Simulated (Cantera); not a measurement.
A closed system holds: 1 mol Ti, 0.55 mol CH4, held at 0.990 bar.

Method: chemical equilibrium by Gibbs-energy minimisation in Cantera with the NASA 1993 tables (ideal gas, pure condensed phases). Candidate condensed phases: C, C6H6, C7H8, C8H18, Ti, TiC; 77 gas species. Mutual solubility and eutectic melting of coexisting phases are not modelled. TiC: taken at fixed stoichiometry. Condensed phases not in the tables: N, O or C dissolved in the metal. Equilibrium is a limit: real reactors are often held back by kinetics, nucleation or transport. All values below are at 1300 K.

Base state: H2 1.000 (mole fractions); condensed: Ti(β) + TiC(s).

Question: What changes in the equilibrium state with this change: Ti replaced by TiCl4?

Answer: 
```tsv
species	before	after
H2	1.000	0.360
TiCl4	0	0.337
HCl	0	0.246
TiCl3	0	0.0565
CH4	1.28e-9	0.00101
Ti(β), mol	0.450	0
TiC(s), mol	0.550	0.107
C(graphite), mol	0	0.440
```
Further candidate phases: TiCl2, TiCl3, TiCl4.
